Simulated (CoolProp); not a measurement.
The numbers come from the reference Helmholtz-energy equation of state, Thol 2018 in CoolProp.

**Question.** Give the vapour pressure (MPa), liquid density (kg/m³), vapour density (kg/m³), enthalpy of vaporisation (kJ/kg) of saturated hydrogen chloride at 4.75 °C.

**Answer.** 
```csv
T (°C),p (MPa),liquid density (kg/m³),vapour density (kg/m³),enthalpy of vaporisation (kJ/kg)
4.75,2.93,908,63.8,300
```
